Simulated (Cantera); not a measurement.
A closed system holds: 1 mol Si3N4, 0.26 mol CO2, 73 mol H2, equilibrated at 1327 °C and 0.680 bar.

Equilibrium computed with Cantera from the NASA thermochemical tables; the gas is ideal and each condensed phase is pure. Candidate condensed phases: C, C6H6, C7H8, C8H18, H2O, Si, SiC, SiO2, Si2N2O, Si3N4; 151 gas species. Mutual solubility and eutectic melting of coexisting phases are not modelled. Kinetics and transport are ignored.

Base state: H2 0.995, N2 0.00468, H 6.58e-5, CH4 5.59e-5 (mole fractions); condensed: SiC(s) + Si2N2O(s) + Si3N4(s).

Problem. What changes in the equilibrium state with this change: CO2 from 0.26 to 2.1 mol?

Solution. 
| species | before | after |
|---|---|---|
| H2 | 0.995 | 0.963 |
| CO | 5.02e-6 | 0.0276 |
| N2 | 0.00468 | 0.00928 |
| SiO | 5.63e-6 | 0.000217 |
| H2O | 5.84e-8 | 0.000167 |
| HCN | 7.10e-6 | 1.83e-5 |
| SiC(s), mol | 0.255 | 0 |
| Si2N2O(s), mol | 0.519 | 1.30 |
| Si3N4(s), mol | 0.569 | 0 |
| SiO2(β-quartz), mol | 0 | 0.392 |
The tables hold silica as quartz up to 1696 K and as liquid above; real silica turns to tridymite and cristobalite and melts near 1996 K.
